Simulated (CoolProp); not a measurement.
Acetone along the isobar 1.78 MPa: Z from the reference equation and from simpler models built on Tc = 235.0 °C, pc = 4.692 MPa, ω = 0.307; each cubic takes its own stable root.

Model: reference Helmholtz-energy equation of state, Lemmon 2006, in CoolProp. It is a short technical equation, of lower accuracy than the large ones.

```json
[
 {"T (°C)": "120.25", "phase": "liquid", "reference": "0.04727"},
 {"T (°C)": "128.65", "phase": "liquid", "reference": "0.04715"},
 {"T (°C)": "136.95", "phase": "liquid", "reference": "0.04712"},
 {"T (°C)": "145.35", "phase": "liquid", "reference": "0.04718"},
 {"T (°C)": "153.75", "phase": "liquid", "reference": "0.04734"},
 {"T (°C)": "162.15", "phase": "liquid", "reference": "0.04764"},
 {"T (°C)": "170.55", "phase": "liquid", "reference": "0.04810"},
 {"T (°C)": "178.95", "phase": "gas", "reference": "0.7135"},
 {"T (°C)": "187.35", "phase": "gas", "reference": "0.7414"},
 {"T (°C)": "195.65", "phase": "gas", "reference": "0.7642"},
 {"T (°C)": "204.05", "phase": "gas", "reference": "0.7839"},
 {"T (°C)": "212.45", "phase": "gas", "reference": "0.8008"}
]
```

Q: How far does each simpler model (Redlich-Kwong, Soave-Redlich-Kwong, Peng-Robinson) lie from the reference over these 12 states: mean and median of the absolute difference, and the worst?

A: 
- Redlich-Kwong: mean 266.6 %, median 36.3 %, worst +1499.8 % at 170.55 °C and 1.78 MPa
- Soave-Redlich-Kwong: mean 20.0 %, median 28.9 %, worst +33.3 % at 170.55 °C and 1.78 MPa
- Peng-Robinson: mean 10.2 %, median 13.7 %, worst +17.5 % at 170.55 °C and 1.78 MPa

At some of these states Redlich-Kwong gives the other phase, because its saturation line lies elsewhere.
